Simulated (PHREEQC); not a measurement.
Consider water at 43 °C with 0.0041 mol/kgw KBr, 9.4e-05 mol/kgw Al2(SO4)3, 0.031 mol/kgw HCl and 0.0035 mol/kgw CuSO4. Closed to the air; pH follows from the charge balance.

The numbers come from PHREEQC with the ion-association model, phreeqc.dat.

No solid was allowed to form.

Task: Predict the pH, ionic strength, specific conductance.

Result: pH 1.61; ionic strength 0.0440 mol/kgw; specific conductance 17000 µS/cm.

Task: In which forms is Cu present?

Result: Cu+2 87 %, CuCl+ 8.0 %, CuSO4 5.2 % of the Cu.

Constants without temperature data keep their 25 °C values here.
